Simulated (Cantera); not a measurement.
An isothermal, constant-pressure homogeneous reactor starts with 1.42 % CO, 2.75 % O2, 7.26 % H2O, 88.6 % N2, equivalence ratio 0.26, at 1400 K and 47000 Pa.

Computed with Cantera and GRI-Mech 3.0 (53 species, 325 reactions).

x: mole fraction; the columns are a selection and need not sum to one.

| t (s) | x CO | x O2 | x H2O | x H2 | x HO2 |
|---|---|---|---|---|---|
| 6.00e-6 | 0.0142 | 0.0275 | 0.0726 | <1e-12 | 1.73e-10 |
| 1.65e-5 | 0.0142 | 0.0275 | 0.0726 | 1.07e-11 | 4.70e-10 |
| 4.52e-5 | 0.0142 | 0.0275 | 0.0726 | 2.35e-10 | 1.27e-9 |
| 0.000124 | 0.0142 | 0.0275 | 0.0726 | … | 3.66e-9 |
| 0.000340 | 0.0142 | 0.0275 | 0.0726 | … | 2.39e-8 |
| 0.000933 | 0.0138 | 0.0272 | 0.0724 | … | 2.86e-6 |
| 0.00256 | 0.00184 | 0.0216 | 0.0708 | … | 3.82e-6 |
| 0.00703 | 0.000162 | 0.0205 | 0.0728 | … | 1.40e-6 |
| 0.0193 | 1.94e-5 | 0.0205 | 0.0731 | … | 2.62e-7 |
| 0.0529 | 2.69e-6 | 0.0205 | 0.0731 | … | 5.36e-8 |
| 0.145 | 5.30e-7 | 0.0205 | 0.0731 | … | 1.76e-8 |
| 0.398 | 1.90e-7 | 0.0205 | 0.0731 | … | 1.18e-8 |
| 1.09 | 1.44e-7 | 0.0205 | 0.0731 | 3.40e-7 | 1.12e-8 |
| 3.00 | 1.43e-7 | 0.0205 | 0.0731 | 3.39e-7 | 1.12e-8 |

Fill in the missing entries.


- 0.000124, x H2: 4.82e-9
- 0.000340, x H2: 1.53e-7
- 0.000933, x H2: 0.000100
- 0.00256, x H2: 0.00120
- 0.00703, x H2: 0.000156
- 0.0193, x H2: 2.02e-5
- 0.0529, x H2: 3.74e-6
- 0.145, x H2: 9.90e-7
- 0.398, x H2: 4.24e-7
